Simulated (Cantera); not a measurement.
A closed system holds: 1 mol C₃H₆, 49 mol H₂, equilibrated at 10.0 mbar.

Cantera equilibrium calculation (NASA polynomials, part measured and part estimated; ideal gas, pure solids and liquids). Candidate condensed phases: C, C₆H₆, C₇H₈, C₈H₁₈; 76 gas species. The numbers say what is thermodynamically allowed, not how fast it happens.

x: gas mole fraction; n: condensed amount in mol.

```tsv
T (K)	x H₂	x H	x C₂H₂ (acetylene)	x C₃	x C	x C₂H	x C₂	n C(graphite)
2048	0.977	0.0221	0.00102	8.79e-9	8.36e-9	5.09e-7	7.49e-10	2.89
2148	0.957	0.0408	0.00183	8.21e-8	5.92e-8	2.33e-6	7.10e-9	2.80
2248	0.926	0.0707	0.00307	6.25e-7	3.52e-7	9.24e-6	5.50e-8	2.67
2348	0.879	0.116	0.00481	3.99e-6	1.80e-6	3.22e-5	3.57e-7	2.46
2448	0.813	0.180	0.00703	2.17e-5	8.02e-6	9.96e-5	1.98e-6	2.17
2548	…	…	…	…	…	…	…	…
2648	0.620	0.366	0.0121	0.000435	0.000114	0.000688	4.13e-5	1.25
2748	0.501	0.481	0.0140	0.00164	0.000369	0.00155	0.000159	0.419
2848	0.383	0.598	0.0110	0.00357	0.000948	0.00235	0.000410	0
2948	…	…	…	…	…	…	…	0
3048	0.189	0.794	0.00306	0.00557	0.00378	0.00236	0.00120	0
```

**Question.** What belongs in the gaps?

**Answer.** 
- 2948, x H₂: 0.277
- 2948, x H: 0.706
- 2948, x C₂H₂ (acetylene): 0.00633
- 2948, x C₃: 0.00497
- 2948, x C: 0.00200
- 2948, x C₂H: 0.00257
- 2948, x C₂: 0.000764
- 2548, x H₂: 0.726
- 2548, x H: 0.264
- 2548, x C₂H₂ (acetylene): 0.00958
- 2548, x C₃: 0.000103
- 2548, x C: 3.18e-5
- 2548, x C₂H: 0.000276
- 2548, x C₂: 9.61e-6
- 2548, n C(graphite): 1.78
